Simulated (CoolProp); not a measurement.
Vapour pressure (MPa) of isobutane: the reference equation beside estimates from Tc = 407.8 K, pc = 3.629 MPa, ω = 0.184. Clausius-Clapeyron is anchored at 262.4 K with a constant enthalpy of vaporisation of 21.17 kJ/mol.

Values from CoolProp's reference Helmholtz-energy equation of state, Bücker 2006.

| T (K) | reference | Clausius-Clapeyron | Redlich-Kwong | Soave-Redlich-Kwong | Peng-Robinson |
|---|---|---|---|---|---|
| 262.4 | 0.1053 | 0.1053 | 0.1493 | ? | 0.1056 |
| 272.4 | 0.1528 | 0.1504 | 0.2109 | 0.1523 | 0.1527 |
| 282.5 | 0.2160 | ? | 0.2904 | 0.2157 | 0.2154 |
| 292.5 | 0.2963 | 0.2859 | ? | 0.2967 | ? |
| 302.6 | 0.3985 | ? | 0.5094 | 0.4000 | 0.3969 |
| 312.7 | 0.5250 | 0.5017 | 0.6549 | 0.5282 | ? |
| 322.7 | 0.6774 | 0.6457 | 0.8253 | 0.6830 | ? |
| 332.8 | 0.8622 | 0.8204 | 1.026 | ? | 0.8606 |
| 342.8 | 1.079 | 1.026 | 1.256 | 1.092 | 1.079 |
| 352.9 | 1.337 | 1.268 | 1.521 | 1.354 | 1.338 |

### Question
Complete the blanks.

### Answer

- 262.4, Soave-Redlich-Kwong: 0.1047
- 282.5, Clausius-Clapeyron: 0.2101
- 292.5, Redlich-Kwong: 0.3884
- 292.5, Peng-Robinson: 0.2952
- 302.6, Clausius-Clapeyron: 0.3823
- 312.7, Peng-Robinson: 0.5230
- 322.7, Peng-Robinson: 0.6754
- 332.8, Soave-Redlich-Kwong: 0.8710

Absolute difference from the reference over all 10 rows, mean and median: Clausius-Clapeyron 3.6 and 4.3 %, Redlich-Kwong 26.9 and 26.3 %, Soave-Redlich-Kwong 0.6 and 0.6 %, Peng-Robinson 0.2 and 0.3 %.
